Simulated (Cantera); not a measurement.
A closed system holds: 1 mol Fe, 0.47 mol CO, 13 mol N2, held at 1748 K and 3.80 bar.

Method: chemical equilibrium by Gibbs-energy minimisation in Cantera with the NASA 1993 tables (ideal gas, pure condensed phases). Candidate condensed phases: C, Fe, Fe(CO)5, FeO, Fe2O3, Fe3O4; 27 gas species. Equilibrium is a limit: real reactors are often held back by kinetics, nucleation or transport.

Base state: N2 0.965, CO 0.0349 (mole fractions); condensed: Fe(δ).

### Question
What changes in the equilibrium state with this change: Fe replaced by Si?

### Answer
```tsv
species	before	after
N2	0.965	0.999
CO	0.0349	0.00148
Fe(δ), mol	1.000	0
C(graphite), mol	0	0.451
Si2N2O(s), mol	0	0.451
Si3N4(s), mol	0	0.0324
```
Mutual solubility and eutectic melting of coexisting phases are not modelled. Further candidate phases: Si, SiC, SiO2, Si2N2O, Si3N4.
